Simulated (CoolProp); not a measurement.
Ethylene along the isotherm 349.9 K: fugacity coefficient from the reference equation and from simpler models built on Tc = 282.4 K, pc = 5042 kPa, ω = 0.087; each cubic takes its own stable root.

Computed with CoolProp (reference Helmholtz-energy equation of state, Smukala 2000).

```
p (kPa)          phase  reference  van der Waals  Soave-Redlich-Kwong  Peng-Robinson
-------  -------------  ---------  -------------  -------------------  -------------
788                gas     0.9735         0.9730               0.9735         0.9689
1580               gas     0.9473         0.9460               0.9475         0.9386
2360               gas     0.9219         0.9197               0.9223         0.9095
3150               gas     0.8966         0.8932               0.8974         0.8810
3940               gas     0.8718         0.8670               0.8730         0.8534
4730               gas     0.8474         0.8409               0.8492         0.8267
5510     supercritical     0.8238         0.8154               0.8262         0.8011
6300     supercritical     0.8004         0.7897               0.8036         0.7762
7090     supercritical     0.7775         0.7643               0.7817         0.7522
7880     supercritical     0.7552         0.7393               0.7604         0.7292
8670     supercritical     0.7335         0.7148               0.7400         0.7072
9450     supercritical     0.7128         0.6915               0.7206         0.6866
10200    supercritical     0.6937         0.6704               0.7029         0.6679
11000    supercritical     0.6743         0.6495               0.6850         0.6490
11800    supercritical     0.6559         0.6305               0.6683         0.6314
12600    supercritical     0.6386         0.6134               0.6526         0.6150
```
